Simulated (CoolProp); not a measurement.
Vapour-liquid equilibrium of cyclohexane (1) + p-xylene (2) at 0.0638 MPa; x and y are mole fractions of (1).

The numbers come from the multi-fluid Helmholtz-energy mixture model, Zhou 2014 and Zhou 2012; pair parameters Bell 2016 in CoolProp.

Question: Give the bubble temperature and the first vapour's composition at x = 0.05, 0.5, 0.95. Is there an azeotrope?

Answer: x = 0.05: 387.2 K, y = 0.241; x = 0.5: 353.8 K, y = 0.859; x = 0.95: 340.4 K, y = 0.989. No azeotrope shows between x = 0.05 and 0.95.

Pair parameters are fitted to limited data, so mixtures are less certain than the pure fluids.
